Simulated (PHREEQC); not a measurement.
Dissolve 0.0017 mol H2SO4 and 8.5e-05 mol MnSO4 per kg of water at 94 °C and 10 atm. Closed to the air; pH follows from the charge balance.

All values are PHREEQC results (ion-association model, phreeqc.dat), not measurements.

Precipitation was switched off in this run.

Q: Order these S species by the share of S that they hold, largest first: SO4-2, MnSO4, HSO4-.

A: HSO4- (52 %), SO4-2 (47 %), MnSO4 (0.93 %)

The pH is 2.64 and the ionic strength 0.00352 mol/kgw. At this temperature some constants are extrapolated from 25 °C, and those without enthalpy data are left unchanged.
